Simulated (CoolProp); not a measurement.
Vapour-liquid equilibrium of n-heptane (1) + m-xylene (2) at 0.0801 MPa; x and y are mole fractions of (1).

Model: multi-fluid Helmholtz-energy mixture model, Span 2003 and Zhou 2012; pair parameters Bell 2016, in CoolProp.

```tsv
x	bubble temperature (°C)	y at the bubble point	dew temperature at overall composition x (°C)	liquid density (mol/L)
0.05	125.9	0.162	129.1	7.159
0.125	120.3	0.340	127.0	7.097
0.2	115.7	0.468	124.8	7.027
0.275	111.9	0.565	122.4	6.953
0.35	108.6	0.642	[?]	6.876
0.425	105.8	0.705	117.3	6.798
0.5	[?]	[?]	114.5	6.719
0.575	101.0	0.805	[?]	6.640
0.65	98.9	0.847	108.3	6.561
0.725	96.9	0.884	104.9	6.482
0.8	95.1	[?]	101.2	6.405
0.875	93.3	0.951	97.4	6.328
0.95	91.7	0.981	[?]	6.253
```

Q: Complete the blanks.

A: 
- 0.35, dew temperature at overall composition x (°C): 119.9
- 0.5, bubble temperature (°C): 103.3
- 0.5, y at the bubble point: 0.759
- 0.575, dew temperature at overall composition x (°C): 111.5
- 0.8, y at the bubble point: 0.919
- 0.95, dew temperature at overall composition x (°C): 93.4

No azeotrope shows between x = 0.05 and 0.95.

Pair parameters are fitted to limited data, so mixtures are less certain than the pure fluids.
